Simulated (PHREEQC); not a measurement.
# Leach liquor: an equilibrium model

Make-up at 25 °C: 0.0033 mol/kgw H2SO4, 0.00032 mol/kgw LiCl and 4.7e-05 mol/kgw Fe2(SO4)3. Closed to the air; pH follows from the charge balance.

Model: ion-association model, wateq4f.dat, run in PHREEQC.

Each row changes one thing in this solution. No solid was allowed to form.

```csv
case,pH,ionic strength (mol/kgw),SO4-2 (mol/kgw),HSO4- (mol/kgw),FeSO4+ (mol/kgw),Fe+3 (mol/kgw),SI of Goethite (FeOOH),SI of Hematite (Fe2O3)
as made,2.28,0.00857,0.00243,0.000928,7.47e-5,8.04e-6,+2.42,+6.85
diluted 5-fold with water,2.92,0.00199,0.000618,6.29e-5,7.11e-6,1.84e-6,+3.83,+9.68
temperature from 25 to 45 °C,2.31,0.00799,0.00213,0.00123,6.84e-5,5.57e-6,+3.00,+8.09
Fe2(SO4)3 from 4.7e-05 to 2.35e-05 mol/kgw,2.28,0.00848,0.00241,0.000921,3.73e-5,4.04e-6,+2.12,+6.25
0.0005 mol/kgw KCl added,2.28,0.00908,0.00243,0.000921,7.44e-5,8.20e-6,+2.42,+6.85
Fe2(SO4)3 from 4.7e-05 to 0.00047 mol/kgw,2.29,0.0102,0.00284,0.00104,0.000754,7.49e-5,+3.39,+8.79
0.0002 mol/kgw (NH4)2SO4 added,2.29,0.00907,0.00258,0.000969,7.50e-5,7.79e-6,+2.41,+6.83
```

Some of these states are supersaturated (in Hematite (slow to form), Goethite (slow to form), for instance). Away from 25 °C the constants follow the database's enthalpies or fits; those with neither stay at their 25 °C values.
